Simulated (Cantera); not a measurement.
Hydrocarbon pyrolysis for carbon deposition

An isothermal, constant-pressure homogeneous reactor starts with 2.13 % C2H6, 97.9 % N2, at 1950 K and 100.0 Torr.

Detailed kinetics in Cantera: GRI-Mech 3.0 (53 species, 325 reactions). GRI-Mech 3.0 stops at C3 and has no aromatics, soot or wall deposition, so with more carbon than oxygen in the feed, carbon stays in small species such as C2H2 where larger ones or solid carbon would form.

```json
[
 {"t (s)": "8.00e-5", "x C2H6": "0.000142", "x C2H2": "0.00930", "x C2H4": "0.00577", "x CH3": "0.00665", "x H": "0.00214", "x CH2": "0.000121"},
 {"t (s)": "0.000248", "x C2H6": "6.42e-6", "x C2H2": "0.0170", "x C2H4": "0.00112", "x CH3": "0.00169", "x H": "0.00113", "x CH2": "3.57e-5"},
 {"t (s)": "0.000772", "x C2H6": "1.28e-6", "x C2H2": "0.0188", "x C2H4": "0.000142", "x CH3": "0.000705", "x H": "0.000666", "x CH2": "1.17e-5"},
 {"t (s)": "0.00240", "x C2H6": "3.39e-7", "x C2H2": "0.0194", "x C2H4": "3.34e-5", "x CH3": "0.000349", "x H": "0.000473", "x CH2": "4.62e-6"},
 {"t (s)": "0.00744", "x C2H6": "9.75e-8", "x C2H2": "0.0198", "x C2H4": "1.01e-5", "x CH3": "0.000185", "x H": "0.000433", "x CH2": "2.35e-6"},
 {"t (s)": "0.0231", "x C2H6": "1.80e-8", "x C2H2": "0.0201", "x C2H4": "2.62e-6", "x CH3": "8.08e-5", "x H": "0.000491", "x CH2": "1.19e-6"},
 {"t (s)": "0.0718", "x C2H6": "1.42e-9", "x C2H2": "0.0203", "x C2H4": "1.11e-6", "x CH3": "2.32e-5", "x H": "0.000571", "x CH2": "4.05e-7"},
 {"t (s)": "0.223", "x C2H6": "4.85e-11", "x C2H2": "0.0203", "x C2H4": "9.82e-7", "x CH3": "4.31e-6", "x H": "0.000622", "x CH2": "8.26e-8"},
 {"t (s)": "0.692", "x C2H6": "1.46e-12", "x C2H2": "0.0203", "x C2H4": "9.76e-7", "x CH3": "5.21e-7", "x H": "0.000636", "x CH2": "1.03e-8"},
 {"t (s)": "2.15", "x C2H6": "1.01e-12", "x C2H2": "0.0203", "x C2H4": "9.76e-7", "x CH3": "3.06e-7", "x H": "0.000636", "x CH2": "6.02e-9"},
 {"t (s)": "6.68", "x C2H6": "1.01e-12", "x C2H2": "0.0203", "x C2H4": "9.76e-7", "x CH3": "3.06e-7", "x H": "0.000636", "x CH2": "6.04e-9"},
 {"t (s)": "20.7", "x C2H6": "1.03e-12", "x C2H2": "0.0203", "x C2H4": "9.75e-7", "x CH3": "3.23e-7", "x H": "0.000636", "x CH2": "6.36e-9"},
 {"t (s)": "64.4", "x C2H6": "1.11e-12", "x C2H2": "0.0202", "x C2H4": "9.72e-7", "x CH3": "3.65e-7", "x H": "0.000636", "x CH2": "7.20e-9"},
 {"t (s)": "200", "x C2H6": "1.28e-12", "x C2H2": "0.0200", "x C2H4": "9.64e-7", "x CH3": "4.53e-7", "x H": "0.000636", "x CH2": "8.92e-9"}
]
```
x: mole fraction; the columns are a selection and need not sum to one.

Equilibrium at this temperature and pressure: C2H6 <1e-12, C2H2 0.00295, C2H4 1.42e-7, CH3 3.80e-7, H 0.000636, CH2 7.50e-9 (gas phase only).
